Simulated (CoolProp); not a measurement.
Vapour-liquid equilibrium of R141b (1) + n-pentane (2) at 375.4 K; x and y are mole fractions of (1).

The numbers come from the multi-fluid Helmholtz-energy mixture model, Lemmon 2006 and Thol 2019; pair parameters Bell 2016 in CoolProp.

```csv
x,bubble pressure (kPa),y at the bubble point,dew pressure at overall composition x (kPa),liquid density (mol/L)
0.05,641.4,0.071,636.2,7.460
0.2,681.7,0.246,671.9,7.648
0.35,707.5,0.390,701.2,7.863
0.5,722.6,0.523,720.7,8.106
0.65,728.8,0.654,728.8,8.378
0.8,726.9,0.792,726.6,8.678
0.95,717.0,0.945,716.6,9.007
```

y crosses x between x = 0.65 and 0.8: the model has an azeotrope there.

The pair parameters rest on a limited set of measurements; away from them the model extrapolates.
